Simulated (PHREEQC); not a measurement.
PHREEQC input (ion-association model, wateq4f.dat):

```
SOLUTION_MASTER_SPECIES
  An  An-  0  An  62.0  # stands for a non-complexing anion
SOLUTION_SPECIES
  An- = An-
    -log_k 0
    -gamma 3.0 0
PHASES
  Fix_H+
    H+ = H+
    -log_k 0
SOLUTION 1
  temp 25
  units mmol/kgw
  pH 7 charge
  Na 10
  An 10
END
SELECTED_OUTPUT 1
  -reset false
  -pH true
  -pe true
  -ionic_strength true
  -water true
  -totals Na
  -molalities Hfo_wOH Hfo_wOH2+ Hfo_wO- Hfo_sOH Hfo_sOH2+ Hfo_sO-
USER_PUNCH 1
  -headings sigma psi
  10 PUNCH EDL("sigma", "Hfo"), EDL("psi", "Hfo")
PRINT
  -reset false
USE solution 1
SURFACE 1
  Hfo_wOH 0.000988764 600 0.44
  Hfo_sOH 2.47191e-05
EQUILIBRIUM_PHASES 1
  Fix_H+ -4 HAn 10
    -force_equality true
  O2(g) -0.68 10
END
# ... the last block is repeated for the other 12 points of pH, with NaOH or the acid as the point needs
```

Selected output (columns that matter, 13 of 13 rows; pH added in front):

```
pH	mu	Na	m_Hfo_wOH	m_Hfo_wOH2+	m_Hfo_wO-	m_Hfo_sOH	m_Hfo_sOH2+	m_Hfo_sO-	sigma	psi
4	0.010407	0.01	0.00039663	0.00058598	6.1502e-06	9.9158e-06	1.465e-05	1.5375e-07	0.21723	0.1846
4.67	0.01022	0.01	0.00056834	0.00040202	1.8406e-05	1.4208e-05	1.005e-05	4.6016e-07	0.14372	0.16388
5.33	0.010126	0.01	0.00067666	0.0002738	3.8309e-05	1.6916e-05	6.845e-06	9.5773e-07	0.088225	0.13919
6	0.010069	0.01	0.00073091	0.00019514	6.2715e-05	1.8273e-05	4.8786e-06	1.5679e-06	0.049613	0.11024
6.67	0.010035	0.01	0.00075145	0.00015247	8.4841e-05	1.8786e-05	3.8118e-06	2.121e-06	0.025338	0.077654
7.33	0.010015	0.01	0.00075757	0.00013024	0.00010095	1.8939e-05	3.256e-06	2.5238e-06	0.010972	0.04287
8	0.010002	0.01	0.00075898	0.00011675	0.00011303	1.8975e-05	2.9188e-06	2.8258e-06	0.0013941	0.0060911
8.67	0.010015	0.010026	0.00075834	0.00010521	0.00012521	1.8958e-05	2.6304e-06	3.1303e-06	-0.007492	-0.030892
9.33	0.010051	0.010078	0.00075439	9.0828e-05	0.00014354	1.886e-05	2.2707e-06	3.5885e-06	-0.019749	-0.066291
10	0.010167	0.010222	0.00074007	7.0358e-05	0.00017833	1.8502e-05	1.7589e-06	4.4584e-06	-0.040453	-0.099858
10.67	0.010624	0.010727	0.00069768	4.5385e-05	0.0002457	1.7442e-05	1.1346e-06	6.1424e-06	-0.075046	-0.12974
11.33	0.012584	0.012764	0.0005945	2.1735e-05	0.00037252	1.4863e-05	5.4337e-07	9.313e-06	-0.13142	-0.15398
12	0.021919	0.022233	0.00036688	4.9985e-06	0.00061688	9.1719e-06	1.2496e-07	1.5422e-05	-0.22924	-0.16826
```
